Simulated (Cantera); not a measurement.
Charge: 1 mol B₂O₃, 0.89 mol SiCl₄, 2 mol NF₃, held at 1.30 Pa.

Method: chemical equilibrium by Gibbs-energy minimisation in Cantera with the NASA 1993 tables (ideal gas, pure condensed phases). Candidate condensed phases: B, BN, B₂O₃, Si, SiO₂, Si₂N₂O, Si₃N₄; 57 gas species. The tables' values for SiF₃, BF₂, BOCl, SiF₂ are old estimates; treat these amounts as uncertain. The tables hold silica as quartz up to 1696 K and as liquid above; real silica turns to tridymite and cristobalite and melts near 1996 K. Kinetics and transport are ignored.

x: gas mole fraction; n: condensed amount in mol.

```tsv
T (K)	x Cl	x BF₃	x Cl₂	x BOF	x N₂	x SiF₄	x O₂	x F	x O	n SiO₂(β-quartz)
1023	0.0789	0.325	0.274	0.0251	0.176	0.0134	0.107	2.24e-9	2.83e-8	0.814
1098	0.183	0.267	0.199	0.0590	0.163	0.0296	0.0995	2.16e-8	2.08e-7	0.708
1173	0.315	0.185	0.103	0.107	0.146	0.0537	0.0892	1.52e-7	1.16e-6	0.523
1248	0.403	0.109	0.0361	0.158	0.133	0.0789	0.0814	8.14e-7	5.27e-6	0.299
1323	0.432	0.0572	0.0105	0.197	0.127	0.0986	0.0775	3.54e-6	2.05e-5	0.115
1398	0.437	0.0283	0.00317	0.221	0.124	0.110	0.0758	1.30e-5	7.01e-5	0.00346
1473	0.440	0.0273	0.00107	0.221	0.124	0.111	0.0755	5.93e-5	0.000213	0
1548	0.441	0.0272	?	0.221	0.124	0.110	0.0751	?	?	0
1623	0.441	0.0269	0.000160	0.221	0.124	0.110	0.0744	0.000832	0.00144	0
1698	0.440	0.0260	6.96e-5	0.221	0.123	0.110	0.0728	0.00257	0.00328	0
1773	0.438	0.0238	3.23e-5	0.222	0.123	0.109	0.0695	0.00696	0.00686	0
1848	0.433	?	?	0.224	0.121	0.107	?	?	?	0
1923	0.426	0.0128	8.00e-6	0.227	0.119	0.104	0.0538	0.0305	0.0233	0
```

**Question.** What belongs in the gaps?

**Answer.** 
- 1848, x BF₃: 0.0192
- 1848, x Cl₂: 1.57e-5
- 1848, x O₂: 0.0633
- 1848, x F: 0.0160
- 1848, x O: 0.0132
- 1548, x Cl₂: 0.000396
- 1548, x F: 0.000237
- 1548, x O: 0.000580
